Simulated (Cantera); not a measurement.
Charge: 1 mol PbO, 1.6 mol CH₄, 0.3 mol CO.

These are equilibrium values from Cantera (NASA tables, ideal gas, pure condensed phases), not measurements of a reactor. Candidate condensed phases: C, C₆H₆, C₇H₈, C₈H₁₈, H₂O, Pb, PbO, PbO₂, Pb₃O₄; 113 gas species. The numbers say what is thermodynamically allowed, not how fast it happens.

Task: What condenses at these points (T in K, P in Pa): (1475, 36); (1400, 6000); (1325, 460); (1550, 130); (1175, 130)?

Result: 
| T (K) | P in Pa | condensed phases | Pb condensed (%) |
|---|---|---|---|
| 1475 | 36 | C | 0.0 |
| 1400 | 6000 | C + Pb | 23.5 |
| 1325 | 460 | C | 0.0 |
| 1550 | 130 | C | 0.0 |
| 1175 | 130 | C | 0.0 |
